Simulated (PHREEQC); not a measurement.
A solution holds 0.011 mol/kgw NH4Cl, 0.00065 mol/kgw Na2S and 0.00076 mol/kgw NaHS, at 25 °C. It is in equilibrium with CO2 at log p = 0 (atm). Otherwise closed; pH follows from the charge balance.

Computed with PHREEQC (ion-association model, phreeqc.dat).

| Property | Value |
|---|---|
| pH | 5.08 |
| ionic strength | 0.0131 mol/kgw |
| specific conductance | 1710 µS/cm |
| total alkalinity | 2.06 meq/kg |

| species | molality | activity | log γ |
|---|---|---|---|
| CO2 | 0.0337 | 0.0338 | 0.001 |
| Cl- | 0.0110 | 0.00978 | -0.051 |
| NH4+ | 0.0110 | 0.00973 | -0.053 |
| Na+ | 0.00206 | 0.00184 | -0.049 |
| HCO3- | 0.00204 | 0.00183 | -0.048 |
| H2S | 0.00139 | 0.00139 | 0.001 |
| HS- | 2.18e-5 | 1.94e-5 | -0.052 |
| (CO2)2 | 2.10e-5 | 2.10e-5 | 0.001 |
| H+ | 9.09e-6 | 8.22e-6 | -0.044 |
| NaHCO3 | 1.88e-6 | 1.89e-6 | 0.001 |
| NH3 | 6.72e-7 | 6.74e-7 | 0.001 |
| CO3-2 | 1.63e-8 | 1.04e-8 | -0.194 |
| OH- | 1.39e-9 | 1.23e-9 | -0.052 |

Precipitation was switched off in this run. Carbamate, which ammonia and carbonate form, is missing from the database.
